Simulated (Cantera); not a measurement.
## Premixed flame

A freely propagating, adiabatic, planar premixed flame of CH4 : O2 : N2 = 1 : 1.67 : 7.67 (molar parts), equivalence ratio 1.2, unburnt at 500 K and 0.132 atm; mixture-averaged transport, grid criteria slope 0.08 and curve 0.16, no radiation.

Model: GRI-Mech 3.0 (53 species, 325 reactions), integrated in Cantera. Burning velocities carry a grid error of a few per cent, more on coarse grids.

```csv
z (mm),T (K),u (m/s),x CH4,x O2,x CH2,x H2,x HO2,x OH
-7.57,500,0.955,0.0966,0.161,<1e-8,0.00108,8.20e-8,<1e-8
-5.05,501,0.960,0.0962,0.161,<1e-8,0.00377,1.76e-6,<1e-8
-3.78,508,0.975,0.0954,0.160,<1e-8,0.00743,9.79e-6,1.56e-7
-2.52,570,1.10,0.0908,0.155,<1e-8,0.0152,3.47e-5,4.92e-6
-1.26,952,1.88,0.0644,0.126,5.59e-7,0.0285,3.92e-5,4.15e-5
-0.631,1325,2.65,0.0354,0.0882,1.36e-5,0.0350,8.66e-5,0.000318
0,1663,3.36,0.00953,0.0461,5.81e-5,0.0367,5.83e-5,0.00157
0.631,1813,3.67,0.00102,0.0206,2.52e-5,0.0318,7.25e-6,0.00386
1.26,1846,3.73,5.93e-5,0.0107,2.28e-6,0.0280,8.35e-7,0.00530
2.52,1863,3.74,1.70e-7,0.00615,<1e-8,0.0272,3.75e-7,0.00582
5.05,1877,3.76,<1e-8,0.00508,<1e-8,0.0280,3.15e-7,0.00576
10.1,1895,3.79,<1e-8,0.00454,<1e-8,0.0279,2.81e-7,0.00559
20.2,1923,3.84,<1e-8,0.00386,<1e-8,0.0273,2.39e-7,0.00527
```
x: mole fraction of selected species; z is measured from the peak of heat release.

```yaml
laminar_burning_velocity: 95.4 cm/s
thermal_thickness: 2.52 mm
peak x(CH2): 5.92e-5
peak x(H2): 0.0370
peak x(HO2): 9.26e-5
peak x(OH): 0.00583
```
